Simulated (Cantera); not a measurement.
A closed system holds: 1 mol SiH2Cl2, 31 mol NH3, 2.7 mol N2, equilibrated at 41.0 mbar.

Cantera equilibrium calculation (NASA polynomials, part measured and part estimated; ideal gas, pure solids and liquids). Candidate condensed phases: NH4Cl, Si, Si3N4; 28 gas species. The tables' values for SiCl are old estimates; treat these amounts as uncertain. Gases not in the tables: Si2H6 and higher silanes. The numbers say what is thermodynamically allowed, not how fast it happens. All values below are at 1800 K.

Base state: H2 0.704, N2 0.267, HCl 0.0253, SiCl2 0.00243, H 0.00148, Si 6.71e-5, Cl 4.07e-5, SiCl 3.54e-5 (mole fractions); condensed: Si3N4(s).

**Question.** What changes in the equilibrium state with this change: NH3 from 31 to 5.7 mol?

**Answer.** 
| species | before | after |
|---|---|---|
| H2 | 0.704 | 0.569 |
| N2 | 0.267 | 0.328 |
| HCl | 0.0253 | 0.0773 |
| SiCl2 | 0.00243 | 0.0245 |
| SiCl3 | 7.46e-6 | 0.000257 |
| Cl | 4.07e-5 | 0.000139 |
| Si3N4(s), mol | 0.276 | 0.203 |
The tables' values for SiCl3, SiCl are old estimates; treat these amounts as uncertain.
